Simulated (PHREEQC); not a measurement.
Solution (25 °C): 0.11 mol MnSO4 and 0.011 mol MgSO4 per kg of water. Closed to the air; pH follows from the charge balance.

The numbers come from PHREEQC with the ion-association model, phreeqc.dat.

No solid was allowed to form.

What pH, density, specific conductance does the model give?

pH 6.36; density 1.014 g/cm³; specific conductance 10000 µS/cm.

In which forms is Mg present?

MgSO4 55 %, Mg+2 45 % of the Mg.
